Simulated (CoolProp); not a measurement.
Saturated liquid density (kg/m³) of n-perfluorobutane: the reference equation beside estimates from Tc = 386.3 K, pc = 2322 kPa, ω = 0.372. Rackett uses Z = 0.29056 − 0.08775 ω.

Values from CoolProp's reference Helmholtz-energy equation of state, Gao 2022.

```
T (K)  reference  Rackett  van der Waals
-----  ---------  -------  -------------
303.7          …     1596          901.6
306.5       1462     1583          894.0
309.3       1451     1569          886.3
312.1       1439     1555          878.4
315         1426     1540              …
317.8       1414     1525          862.0
320.6       1402     1510              …
323.4       1389     1495              …
326.2       1376     1480          836.3
329.1       1362        …          827.0
331.9       1348     1447              …
334.7       1334     1430          808.3
337.5          …     1413          798.6
340.4       1303     1395          788.2
343.2       1287     1377          777.9
```

**Question.** Some entries are withheld; supply them.

**Answer.** 
- 303.7, reference: 1473
- 315, van der Waals: 870.1
- 320.6, van der Waals: 853.6
- 323.4, van der Waals: 845.0
- 329.1, Rackett: 1463
- 331.9, van der Waals: 817.8
- 337.5, reference: 1319

Absolute difference from the reference over all 15 rows, mean and median: Rackett 7.6 and 7.6 %, van der Waals 39.2 and 39.2 %.
